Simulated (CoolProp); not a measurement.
Vapour-liquid equilibrium of CH2F2 (R32) (1) + R142b (2) at 37.8 kPa; x and y are mole fractions of (1).

Model: multi-fluid Helmholtz-energy mixture model, Tillner-Roth 1997 and Lemmon 2006; pair parameters Bell 2016, in CoolProp.

```tsv
x	bubble temperature (K)	y at the bubble point	dew temperature at overall composition x (K)	liquid density (mol/L)
0.05	235.1	0.331	241.1	12.80
0.15	225.1	0.654	239.1	13.67
0.25	218.7	0.791	237.0	14.54
0.35	214.4	0.859	234.6	15.45
0.45	211.5	0.897	231.9	16.42
0.55	209.5	0.922	228.9	17.48
0.65	208.0	0.940	225.3	18.66
0.75	206.8	0.955	220.9	19.98
0.85	205.6	0.970	215.1	21.49
0.95	204.5	0.988	207.1	23.24
```

No azeotrope shows between x = 0.05 and 0.95.

Pair parameters are fitted to limited data, so mixtures are less certain than the pure fluids.
